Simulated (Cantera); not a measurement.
What does this Cantera script print?

```python
import numpy as np
import cantera as ct

gas_names = """
    Fe H H2 H2S N NH NH2 NH3 N2 N2H2 N2H4 S SH SN S2 S8
""".split()
cond_names = """
    Fe(a) Fe(c) Fe(d) Fe(L) FeS(a) FeS(b) FeS(c) FeS(L) FeS2(s) S(cr1) S(cr2) S(L)
""".split()


# ... load() reads the species with a 1 bar reference pressure and builds the phases ...
atoms = {
    'FeS2': {'Fe': 1, 'S': 2},
    'H2S': {'H': 2, 'S': 1},
    'N2': {'N': 2},
}
top_T = {'FeS2(s)': 1010}  # K; cautious upper limits of use, not melting points


# ... equilibrate(T, P, feed) seeds the gas with the atoms and calls Mixture.equilibrate('TP', solver="vcs", rtol=1e-11, max_steps=5000) ...
results = []
feed = {'FeS2': 1, 'H2S': 0.058, 'N2': 1.5}  # mol
T = 1200  # K
P = 530000  # Pa
mix = equilibrate(T, P, feed)
results.append((T, P, feed, dict(zip(mix.species_names, mix.species_moles))))
print(gas.report(threshold=0.0001))
for i in range(1, mix.n_phases):
    print(f"{mix.phase(i).name:16s} {mix.phase_moles(i):12.5e} mol")
```

Result:

```
       temperature   1200 K
          pressure   5.3e+05 Pa
           density   1.9621 kg/m^3
  mean mol. weight   36.937 kg/kmol
   phase of matter   gas

                          1 kg             1 kmol
                     ---------------   ---------------
          enthalpy        1.6275e+06        6.0116e+07  J
   internal energy        1.3574e+06        5.0139e+07  J
           entropy            6423.1        2.3725e+05  J/K
    Gibbs function       -6.0802e+06       -2.2458e+08  J
 heat capacity c_p            949.84             35084  J/K
 heat capacity c_v            724.74             26770  J/K

                      mass frac. Y      mole frac. X     chem. pot. / RT
                     ---------------   ---------------   ---------------
                H2        5.8335e-05         0.0010688           -23.151
               H2S          0.024973          0.027069           -31.659
                N2           0.55249           0.72846           -24.003
                S2           0.42242           0.24334           -17.017
     [  +12 minor]        5.5132e-05        5.9358e-05

Fe(c)             0.00000e+00 mol
FeS(c)            1.00000e+00 mol
S(L)              0.00000e+00 mol
```

These are equilibrium values from Cantera (NASA tables, ideal gas, pure condensed phases), not measurements of a reactor. FeS: taken at fixed stoichiometry. Gases not in the tables: S3 to S7.
